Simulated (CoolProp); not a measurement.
20 sccm (0 °C, 1 atm) of nitrogen bubbles through liquid n-perfluorohexane at 313.3 K and leaves saturated at a total pressure of 0.15 MPa (ideal gas phase). Each further row changes one setting.

The numbers come from the reference Helmholtz-energy equation of state, Gao 2022 in CoolProp.

| case | vapour pressure (kPa) | mole fraction of vapour | delivery (mg/min) | delivery (sccm) | change of delivery for a bath 1 K warmer (%) |
|---|---|---|---|---|---|
| as stated | 54.8 | 0.366 | 174 | 11.5 | 6.3 |
| bath temperature 318.3 K | 66.3 | 0.442 | 239 | 15.8 | 7.0 |
| total pressure 0.3 MPa | 54.8 | 0.183 | 67.5 | 4.47 | 4.8 |
